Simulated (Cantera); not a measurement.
An isothermal, constant-pressure homogeneous reactor starts with C₃H₈ : H₂ = 1 : 2.3 (molar parts), at 1325 K and 0.133 bar. Integrator tolerance rtol = 1e-08.

Computed with Cantera and GRI-Mech 3.0 (53 species, 325 reactions). GRI-Mech 3.0 was tuned for natural gas; its chemistry of propane as a main component is partial and can be far from experiment. GRI-Mech 3.0 stops at C3 and has no aromatics, soot or wall deposition, so with more carbon than oxygen in the feed, carbon stays in small species such as C2H2 where larger ones or solid carbon would form.

**Question.** What does this change do: pressure from 0.133 bar to 0.000350 bar?

**Answer.** 
| quantity | before | after |
|---|---|---|
| x(C₃H₈) at 3.00 s | 1.33e-7 (gas-phase equilibrium 1.23e-7) | 2.03e-8 (gas-phase equilibrium <1e-12) |
| x(H₂) at 3.00 s | 0.625 (gas-phase equilibrium 0.615) | 0.576 (gas-phase equilibrium 0.761) |
| x(C₂H₆) at 3.00 s | 9.43e-5 (gas-phase equilibrium 9.02e-5) | 4.04e-5 (gas-phase equilibrium 1.35e-9) |
| x(CH₄) at 3.00 s | 0.176 (gas-phase equilibrium 0.189) | 0.210 (gas-phase equilibrium 0.000815) |
| x(C₂H₄) at 3.00 s | 0.0297 (gas-phase equilibrium 0.0281) | 0.130 (gas-phase equilibrium 0.000130) |
| x(H) at 3.00 s | 3.86e-6 (gas-phase equilibrium 3.54e-6) | 2.87e-5 (gas-phase equilibrium 7.68e-5) |
| x(C₂H) at 3.00 s | 5.74e-10 (gas-phase equilibrium 5.28e-10) | 2.29e-9 (gas-phase equilibrium 1.32e-8) |
Radical loss at walls, strong at low pressure, is not modelled.

**Question.** What does this change do: temperature 1325 to 1525 K?

**Answer.** 
| quantity | before | after |
|---|---|---|
| x(C₃H₈) at 3.00 s | 1.33e-7 (gas-phase equilibrium 1.23e-7) | 3.76e-9 (gas-phase equilibrium 1.22e-9) |
| x(H₂) at 3.00 s | 0.625 (gas-phase equilibrium 0.615) | 0.707 (gas-phase equilibrium 0.741) |
| x(C₂H₆) at 3.00 s | 9.43e-5 (gas-phase equilibrium 9.02e-5) | 1.21e-5 (gas-phase equilibrium 3.50e-6) |
| x(CH₄) at 3.00 s | 0.176 (gas-phase equilibrium 0.189) | 0.0732 (gas-phase equilibrium 0.0263) |
| x(C₂H₄) at 3.00 s | 0.0297 (gas-phase equilibrium 0.0281) | 0.00462 (gas-phase equilibrium 0.00495) |
| x(H) at 3.00 s | 3.86e-6 (gas-phase equilibrium 3.54e-6) | 4.60e-5 (gas-phase equilibrium 5.62e-5) |
| x(C₂H) at 3.00 s | 5.74e-10 (gas-phase equilibrium 5.28e-10) | 3.07e-8 (gas-phase equilibrium 3.78e-8) |
